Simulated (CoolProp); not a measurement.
Computed with CoolProp (reference Helmholtz-energy equation of state, Lemmon 2006). It is a short technical equation, of lower accuracy than the large ones.

Question: For CH3F (R41), give the phase and the density (kg/m³), speed of sound (m/s), Joule-Thomson coefficient (K/MPa) at 76.45 °C and 1.05 MPa; 76.45 °C and 10.5 MPa.

Answer: 
- 76.45 °C and 1.05 MPa: gas; density 13.0, speed of sound 318, Joule-Thomson coefficient 11.3
- 76.45 °C and 10.5 MPa: supercritical; density 324, speed of sound 263, Joule-Thomson coefficient 4.60
